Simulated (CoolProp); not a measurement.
Vapour-liquid equilibrium of R114 (1) + n-heptane (2) at 370.4 K; x and y are mole fractions of (1).

Computed with CoolProp (multi-fluid Helmholtz-energy mixture model, Platzer 1990 and Span 2003; pair parameters Bell 2016). This equation is an older, rougher fit; its heat capacities, sound speeds and derivatives of the liquid may be far off and weren't checked against measurements.

Question: Give the bubble pressure and the first vapour's composition at x = 0.45, 0.55, 0.95. Is there an azeotrope?

Answer: x = 0.45: 0.7083 MPa, y = 0.893; x = 0.55: 0.8161 MPa, y = 0.915; x = 0.95: 1.270 MPa, y = 0.989. No azeotrope shows between x = 0.05 and 0.95.

The pair parameters rest on a limited set of measurements; away from them the model extrapolates. The gap from Raoult's law changes sign with composition, which may be real or a fault of the pair parameters; it wasn't checked against measurements.
